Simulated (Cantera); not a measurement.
Equilibrium for iron carbonyl, mercury and lead vapours: PbO + CO + H2

Charge: 1 mol PbO, 0.99 mol CO, 0.61 mol H2, at 10.0 Torr.

Method: chemical equilibrium by Gibbs-energy minimisation in Cantera with the NASA 1993 tables (ideal gas, pure condensed phases). Candidate condensed phases: C, C6H6, C7H8, C8H18, H2O, Pb, PbO, PbO2, Pb3O4; 113 gas species. Rates play no part.

```tsv
T (K)	x CO2	x Pb	x H2O	x CO	x H2	n Pb(l)
898	0.434	9.71e-5	0.191	0.185	0.190	1.000
948	0.420	0.000359	0.205	0.199	0.176	0.999
998	0.407	0.00116	0.217	0.211	0.163	0.998
1048	0.395	0.00335	0.228	0.222	0.152	0.995
1098	0.383	0.00876	0.237	0.230	0.141	0.986
1148	0.370	0.0210	0.242	0.236	0.131	0.966
1198	0.352	0.0468	0.243	0.237	0.120	0.921
1248	0.327	0.0975	0.237	0.231	0.107	0.827
1298	0.288	0.192	0.217	0.212	0.0911	0.620
1348	0.225	0.358	0.176	0.172	0.0687	0.106
1398	0.213	0.384	0.172	0.168	0.0628	0
```
x: gas mole fraction; n: condensed amount in mol.

From 898 K to 1348 K the condensed part is Pb(l). At 1398 K nothing is condensed. The main Pb-bearing gas is Pb throughout. The share of Pb in condensed phases is highest at 898 K (100.0 %) and lowest at 1398 K (0.0 %).
